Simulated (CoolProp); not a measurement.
A simple Rankine cycle with R1336mzz(E): condensing at 308.15 K, boiler at 1.55 MPa, turbine inlet 389.6 K, turbine efficiency 0.8, pump efficiency 0.6, no recuperator. Each further row changes one setting.

Computed with CoolProp (reference Helmholtz-energy equation of state, Akasaka 2023).

```
case                             thermal efficiency (%)  net work (kJ/kg)  heat in (kJ/kg)  turbine exit temperature (K)  volume ratio over the turbine
-------------------------------  ----------------------  ----------------  ---------------  ----------------------------  -----------------------------
as stated                                          10.4               [?]              192                           [?]                           6.59
turbine inlet 409.6 K                              10.4              22.2              214                         367.3                           6.22
condensing temperature 300.15 K                    11.6               [?]              202                           [?]                           8.61
boiler pressure 1.08 MPa                            8.7              17.4              200                         357.8                           4.21
turbine efficiency 0.7                              9.0              17.3              192                         348.5                           6.66
```

### Question
What belongs in the gaps?

### Answer

- as stated, net work (kJ/kg): 20.0
- as stated, turbine exit temperature (K): 345.4
- condensing temperature 300.15 K, net work (kJ/kg): 23.4
- condensing temperature 300.15 K, turbine exit temperature (K): 340.4
